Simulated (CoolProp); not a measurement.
Vapour-liquid equilibrium of chloromethane (R40) (1) + isobutene (2) at 19.3 bar; x and y are mole fractions of (1).

Values from CoolProp's multi-fluid Helmholtz-energy mixture model, Thol 2014 and Lemmon 2005; pair parameters Bell 2016.

```tsv
x	bubble temperature, mixture model (K)	bubble temperature, Raoult's law (K)	y, mixture model	y, Raoult's law
0.05	373.5	373.9	0.076	0.085
0.2	367.2	368.4	0.278	0.308
0.35	362.1	363.5	0.448	0.490
0.5	357.7	359.0	0.595	0.641
0.65	354.0	355.0	0.728	0.769
0.8	350.7	351.3	0.849	0.878
0.95	347.8	347.9	0.963	0.972
```

The largest gap from Raoult's law is -1.4 K in bubble temperature, at x = 0.35. No azeotrope shows between x = 0.05 and 0.95.

The pair parameters rest on a limited set of measurements; away from them the model extrapolates.
